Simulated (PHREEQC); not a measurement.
Make-up at 50 °C: 0.2 mol/kgw (NH4)2HPO4 and 0.071 mol/kgw Na2S. Closed to the air; pH follows from the charge balance.

Model: ion-association model, phreeqc.dat, run in PHREEQC.

Each row changes one thing in this solution. Precipitation was switched off in this run.

| case | pH | ionic strength (mol/kgw) | NH4+ (mol/kgw) | HPO4-2 (mol/kgw) | NH3 (mol/kgw) | H2PO4- (mol/kgw) |
|---|---|---|---|---|---|---|
| as made | 8.23 | 0.644 | 0.324 | 0.186 | 0.0760 | 0.00427 |
| temperature from 50 to 90 °C | 7.44 | 0.614 | 0.306 | 0.173 | (withheld) | 0.0188 |
| Na2S left out | (withheld) | 0.560 | 0.380 | 0.180 | 0.0200 | 0.0200 |
| 0.02 mol/kgw Ca(OH)2 added | 8.39 | (withheld) | 0.297 | 0.170 | 0.103 | 0.00274 |
| diluted 2-fold with water | 8.16 | 0.323 | (withheld) | 0.0939 | 0.0392 | 0.00305 |
| temperature from 50 to 75 °C | 7.70 | 0.629 | 0.315 | 0.180 | 0.0851 | 0.0118 |

### Question
What belongs in the gaps?

### Answer

- temperature from 50 to 90 °C, NH3 (mol/kgw): 0.0937
- Na2S left out, pH: 7.56
- 0.02 mol/kgw Ca(OH)2 added, ionic strength (mol/kgw): 0.605
- diluted 2-fold with water, NH4+ (mol/kgw): 0.161

Some of these states are supersaturated (in Hydroxyapatite, for instance). Away from 25 °C the constants follow the database's enthalpies or fits; those with neither stay at their 25 °C values.
